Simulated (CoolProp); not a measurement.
Vapour-liquid equilibrium of n-butane (1) + cyclohexane (2) at 0.38 MPa; x and y are mole fractions of (1).

Computed with CoolProp (multi-fluid Helmholtz-energy mixture model, Bücker 2006 and Zhou 2014; pair parameters Bell 2016).

```csv
x,bubble temperature (°C),y at the bubble point,dew temperature at overall composition x (°C),liquid density (mol/L)
0.05,123.5,0.202,130.1,8.035
0.15,107.0,0.508,125.9,8.305
0.25,92.2,0.702,121.3,8.553
0.35,80.0,0.817,116.2,8.771
0.45,70.0,0.886,110.6,8.957
0.55,62.1,0.928,104.2,9.114
0.65,55.7,0.954,96.7,9.245
0.75,50.5,0.972,87.6,9.354
0.85,46.0,0.985,75.6,9.444
0.95,42.0,0.996,56.8,9.515
```

No azeotrope shows between x = 0.05 and 0.95.

The pair parameters rest on a limited set of measurements; away from them the model extrapolates.
